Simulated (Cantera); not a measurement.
# SiH4 + C2H4 + H2 (silicon carbide growth)

A closed system holds: 1 mol SiH4, 0.014 mol C2H4, 18 mol H2, equilibrated at 1.00 bar.

Equilibrium computed with Cantera from the NASA thermochemical tables; the gas is ideal and each condensed phase is pure. Candidate condensed phases: C, C6H6, C7H8, C8H18, Si, SiC; 87 gas species. Mutual solubility and eutectic melting of coexisting phases are not modelled. Gases not in the tables: Si2H6 and higher silanes. Rates play no part.

| T (K) | log p H2 | log p H | log p Si | log p SiH | n Si(l) | n SiC(s) |
|---|---|---|---|---|---|---|
| 2098 | 0.00 | -2.51 | -3.88 | -4.15 | 0.965 | 0.0270 |
| 2173 | 0.00 | -2.32 | -3.55 | -3.88 | 0.959 | 0.0262 |
| 2248 | 0.00 | -2.14 | -3.24 | -3.63 | 0.950 | 0.0245 |
| 2323 | -0.01 | -1.97 | -2.94 | -3.40 | 0.933 | 0.0206 |
| 2398 | -0.01 | -1.81 | -2.67 | -3.18 | 0.905 | 0.0123 |
| 2473 | -0.01 | -1.66 | -2.41 | -2.98 | 0.856 | 0 |
| 2548 | -0.02 | -1.52 | -2.17 | -2.79 | 0.767 | 0 |
| 2623 | -0.03 | -1.39 | -1.94 | -2.61 | 0.630 | 0 |
log p: log10 of the partial pressure in bar; n: condensed amount in mol.

From 2098 K to 2398 K the condensed part is Si(l) + SiC(s). From 2473 K to 2623 K the condensed part is Si(l). The main Si-bearing gas is SiH2 at 2098 K and Si at 2623 K. The share of Si in condensed phases is highest at 2098 K (99.2 %) and lowest at 2623 K (63.0 %).
